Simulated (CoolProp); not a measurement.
Computed with CoolProp (reference Helmholtz-energy equation of state, de Reuck 1990).

For fluorine, give the phase and the cp (kJ/(kg K)), speed of sound (m/s) at 72.8 K and 47.5 bar; 297 K and 5.67 bar; 275.7 K and 1.96 bar.


- 72.8 K and 47.5 bar: liquid; cp 1.47, speed of sound 964
- 297 K and 5.67 bar: gas; cp 0.828, speed of sound 298
- 275.7 K and 1.96 bar: gas; cp 0.815, speed of sound 287
